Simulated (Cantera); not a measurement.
Carbon deposition, reforming and gasification: C2H2 + CO2 + N2 + O2

Charge: 1 mol C2H2, 0.02 mol CO2, 0.35 mol N2, 0.24 mol O2, equilibrated at 0.200 bar.

Cantera equilibrium calculation (NASA polynomials, part measured and part estimated; ideal gas, pure solids and liquids). Candidate condensed phases: C, C6H6, C7H8, C8H18, H2O; 136 gas species. Equilibrium is a limit: real reactors are often held back by kinetics, nucleation or transport.

```
T (K)   x H2   x CO   x N2     x HCN       x H     x H2O  n C(graphite)
-----  -----  -----  -----  --------  --------  --------  -------------
1150   0.532  0.276  0.188   1.32e-5   1.22e-7   0.00138           1.50
1300   0.534  0.278  0.187   6.55e-5   1.81e-6  0.000271           1.50
1450   0.534  0.278  0.187  0.000232   1.55e-5   7.41e-5           1.50
1600   0.534  0.278  0.187  0.000647   8.89e-5   2.60e-5           1.50
1750   0.534  0.278  0.186   0.00151  0.000380   1.09e-5           1.50
1900   0.532  0.278  0.185   0.00306   0.00129   5.27e-6           1.49
2050   0.528  0.278  0.184   0.00557   0.00369   2.83e-6           1.49
2200   0.521  0.277  0.181   0.00927   0.00909   1.65e-6           1.48
```
x: gas mole fraction; n: condensed amount in mol.

From 1150 K to 2200 K the condensed part is C(graphite). The main C-bearing gas is CO throughout. The share of C in condensed phases is highest at 1150 K (74.3 %) and lowest at 2200 K (73.1 %).
